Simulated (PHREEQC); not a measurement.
## Brackish or sea water (model solution)

A made-up water analysis in mmol/kgw, 10 °C, pH 6.56, pe 8.2: Na 335; K 105; Ca 3.31; Mg 43.8; Cl 496; S(6) 17.9; Alkalinity (meq/kgw) 4.2e-05; Sr 0.21.

Cl is adjusted to close the charge balance.
Valence states are taken as typed.

Computed with PHREEQC (ion-association model, wateq4f.dat).

This is a speciation only: nothing precipitates in the calculation.

Q: What activity of water does the model give?

A: activity of water 0.983.

Q: In which forms is C present?

A: HCO3- 58 %, CO2 28 %, MgHCO3+ 8.4 %, NaHCO3 4.7 % of the C.

Species that the database lacks are ignored. Away from 25 °C the constants follow the database's enthalpies or fits; those with neither stay at their 25 °C values.
